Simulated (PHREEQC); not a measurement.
Consider water at 25 °C with 67 mmol/kgw NaOH, 0.038 mmol/kgw H3BO3 and 0.49 mmol/kgw K3PO4. Closed to the air; pH follows from the charge balance.

All values are PHREEQC results (ion-association model, wateq4f.dat), not measurements.

This is a speciation only: nothing precipitates in the calculation.

Problem. Order these P species by the share of P that they hold, largest first: HPO4-2, PO4-3, NaHPO4-.

Solution. PO4-3 (87 %), HPO4-2 (12 %), NaHPO4- (0.67 %)

The pH is 12.72 and the ionic strength 0.0698 mol/kgw. Complexes and solids missing from the database can't appear. H3PO4, which wateq4f.dat lacks, is added to it with the constant of phreeqc.dat.
